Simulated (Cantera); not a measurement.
## Catalytic stagnation flow on Pt

A jet of 3.50 % CH4, 12.7 % O2, 83.8 % N2, equivalence ratio 0.55 at 300 K and 165 Torr hits a platinum plate 6.5 cm away at a mass flux of 0.038 kg/m²/s; the plate temperature is set and raised in steps from an oxygen-covered start.

Model: Deutschmann's 1995 Pt surface mechanism with GRI-Mech 3.0 gas chemistry, integrated in Cantera. Catalytic surfaces can have several steady states; this one follows from the mechanism file's or the stated starting coverage.

```tsv
plate T (K)	wall x CH4	wall x O2	wall x H2O	wall x OH	wall x CO	wall x CO2	θ free Pt	θ O*	θ OH*
850	0.0240	0.104	0.0207	<1e-8	5.84e-6	0.0135	0.110	0.888	0.00175
900	0.0159	0.0865	0.0358	2.85e-8	5.57e-6	0.0234	0.170	0.828	0.00221
950	0.00996	0.0740	0.0466	8.26e-8	4.86e-6	0.0306	0.237	0.761	0.00233
1000	0.00647	0.0667	0.0530	2.16e-7	4.28e-6	0.0348	0.306	0.692	0.00224
1050	0.00447	0.0625	0.0565	5.08e-7	3.93e-6	0.0372	0.375	0.623	0.00206
1100	0.00327	0.0601	0.0586	1.09e-6	3.77e-6	0.0386	0.442	0.557	0.00184
```
x: mole fraction at the wall; θ: surface coverage.
